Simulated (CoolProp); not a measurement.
The fluid at 289.95 K and 0.219 MPa is throttled through a valve to 0.149 MPa with no heat exchange. The same conditions are run with several fluids, on thermodynamics alone (safety and materials aside).

Computed with CoolProp (reference Helmholtz-energy equation of state of each fluid (the fluoroketone C6F12O (FK-5-1-12): McLinden 2015; 1,2-dichloroethane: Thol 2015; isohexane: Lemmon 2006; R1336mzz(E): Akasaka 2023; n-pentane: Thol 2019)).

```tsv
fluid	final density (kg/m³)
the fluoroketone C6F12O (FK-5-1-12)	1630
1,2-dichloroethane	?
isohexane	?
R1336mzz(E)	?
n-pentane	629
```

Question: Fill in the missing entries.

Answer: 
- 1,2-dichloroethane, final density (kg/m³): 1260
- isohexane, final density (kg/m³): 656
- R1336mzz(E), final density (kg/m³): 1350
